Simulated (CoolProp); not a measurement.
Methane along the isobar 591 kPa: fugacity coefficient from the reference equation and from simpler models built on Tc = 190.6 K, pc = 4599 kPa, ω = 0.011; each cubic takes its own stable root.

Model: reference Helmholtz-energy equation of state, Setzmann 1991, in CoolProp.

```json
[
 {"T (K)": "132.9", "phase": "liquid", "reference": "0.6747"},
 {"T (K)": "154.1", "phase": "gas", "reference": "0.9210"},
 {"T (K)": "175.3", "phase": "gas", "reference": "0.9456"},
 {"T (K)": "196.5", "phase": "gas", "reference": "0.9611"},
 {"T (K)": "217.8", "phase": "gas", "reference": "0.9714"},
 {"T (K)": "239", "phase": "gas", "reference": "0.9786"},
 {"T (K)": "260.2", "phase": "gas", "reference": "0.9837"},
 {"T (K)": "281.4", "phase": "gas", "reference": "0.9875"}
]
```

Question: How far does each simpler model (van der Waals, Redlich-Kwong, Soave-Redlich-Kwong) lie from the reference over these 8 states: mean and median of the absolute difference, and the worst?

Answer: 
- van der Waals: mean 4.8 %, median 0.3 %, worst +35.1 % at 132.9 K and 591 kPa
- Redlich-Kwong: mean 1.2 %, median 0.1 %, worst -9.2 % at 132.9 K and 591 kPa
- Soave-Redlich-Kwong: mean 0.1 %, median 0.1 %, worst +0.4 % at 132.9 K and 591 kPa

At some of these states van der Waals gives the other phase, because its saturation line lies elsewhere.
